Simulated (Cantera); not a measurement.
A Cantera script and its output.

```python
import numpy as np
import cantera as ct

gas = ct.Solution("h2o2.yaml")
gas.TPX = 500, 1000000, {'H2': 1, 'O2': 0.417, 'N2': 1.57}
inlet = ct.Reservoir(gas, clone=True)
gas.equilibrate("HP")  # start burning
reactor = ct.IdealGasConstPressureReactor(gas, energy="on", clone=False)
exhaust = ct.Reservoir(gas, clone=True)
tau = [0.059, 0.032, 0.018, 0.0096, 0.0053, 0.0029, 0.0016, 0.00085, 0.00047, 0.00025, 0.00014, 7.6e-05, 4.1e-05][0]
for a, b in ((inlet, reactor), (reactor, exhaust)):
    ct.MassFlowController(a, b, mdot=lambda t: reactor.mass / tau)
net = ct.ReactorNet([reactor])
show = ['H2', 'O2', 'OH', 'HO2', 'H']

rows = []
print(f"{'tau/s':>10s}{'T/K':>9s}" + "".join(f"{s:>11s}" for s in show))
for tau in [0.059, 0.032, 0.018, 0.0096, 0.0053, 0.0029, 0.0016, 0.00085, 0.00047, 0.00025, 0.00014, 7.6e-05, 4.1e-05]:
    net.initial_time = 0.0
    net.advance(30 * tau)
    before = gas.X
    net.advance(40 * tau)
    drift = np.max(np.abs(gas.X - before) / (gas.X + 1e-9))
    rows.append([gas.T, *gas[show].X, drift])
    print(f"{tau:10.3e}{gas.T:9.1f}" + "".join(f"{x:11.3e}" for x in gas[show].X))
```

Result:

```
     tau/s      T/K         H2         O2         OH        HO2          H
 5.900e-02   2538.8  6.483e-02  1.348e-04  2.611e-03  2.024e-07  2.443e-03
 3.200e-02   2538.4  6.485e-02  1.408e-04  2.633e-03  2.091e-07  2.464e-03
 1.800e-02   2537.8  6.486e-02  1.510e-04  2.669e-03  2.204e-07  2.501e-03
 9.600e-03   2536.7  6.490e-02  1.707e-04  2.739e-03  2.432e-07  2.572e-03
 5.300e-03   2534.8  6.496e-02  2.037e-04  2.854e-03  2.831e-07  2.690e-03
 2.900e-03   2531.5  6.507e-02  2.606e-04  3.050e-03  3.576e-07  2.893e-03
 1.600e-03   2526.3  6.524e-02  3.532e-04  3.359e-03  4.931e-07  3.218e-03
 8.500e-04   2517.7  6.553e-02  5.126e-04  3.856e-03  7.627e-07  3.758e-03
 4.700e-04   2505.6  6.594e-02  7.460e-04  4.513e-03  1.226e-06  4.505e-03
 2.500e-04   2487.4  6.661e-02  1.125e-03  5.432e-03  2.108e-06  5.626e-03
 1.400e-04   2464.5  6.749e-02  1.639e-03  6.470e-03  3.486e-06  7.023e-03
 7.600e-05   2432.6  6.877e-02  2.415e-03  7.735e-03  5.841e-06  8.978e-03
 4.100e-05   2390.3  7.051e-02  3.522e-03  9.134e-03  9.623e-06  1.159e-02
```

Detailed kinetics in Cantera: the H2/O2 subset of GRI-Mech 3.0, which has no nitrogen chemistry. The hydrogen kinetics of GRI-Mech 3.0 are dated; newer H2 mechanisms differ, most at raised pressure.
